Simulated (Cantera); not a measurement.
Input: 1 mol n-butane, 0.26 mol CO2, 2.8 mol N2, equilibrated at 2423.15 K and 0.000180 bar.

Method: chemical equilibrium by Gibbs-energy minimisation in Cantera with the NASA 1993 tables (ideal gas, pure condensed phases). Candidate condensed phases: C, C6H6, C7H8, C8H18, H2O; 136 gas species. Rates play no part.

Base state: H 0.535, N2 0.238, H2 0.164, CO 0.0456, HCN 0.0115, CN 0.00194, C2H2 (acetylene) 0.00127, HNC 0.00123 (mole fractions); condensed: C(graphite).

Task: What changes in the equilibrium state with this change: temperature from 2423.15 K to 1923.15 K?

Result: 
| species | before | after |
|---|---|---|
| H2 | 0.164 | 0.556 |
| N2 | 0.238 | 0.325 |
| CO | 0.0456 | 0.0609 |
| H | 0.535 | 0.0524 |
| HCN | 0.0115 | 0.00458 |
| C2 | 7.29e-5 | 1.80e-9 |
| C3 | 0.000803 | 2.15e-8 |
| C | 0.000311 | 3.02e-8 |
| C(graphite), mol | 3.51 | 3.69 |

Task: What changes in the equilibrium state with this change: n-butane replaced by CO?

Result: 
```
species           before    after
----------------  ------  -------
N2                 0.238    0.656
CO                0.0456    0.286
O                  <1e-9   0.0426
H                  0.535        0
H2                 0.164        0
HCN               0.0115        0
CO2                <1e-9  0.00926
O2                 <1e-9  0.00340
C(graphite), mol    3.51        0
```

Task: What changes in the equilibrium state with this change: CO2 from 0.26 to 0.91 mol?

Result: 
```csv
species,before,after
H,0.535,0.492
N2,0.238,0.212
CO,0.0456,0.142
H2,0.164,0.138
HCN,0.0115,0.00995
C2H2 (acetylene),0.00127,0.00107
HNC,0.00123,0.00106
C2N2,1.15e-5,1.03e-5
"C(graphite), mol",3.51,2.86
```
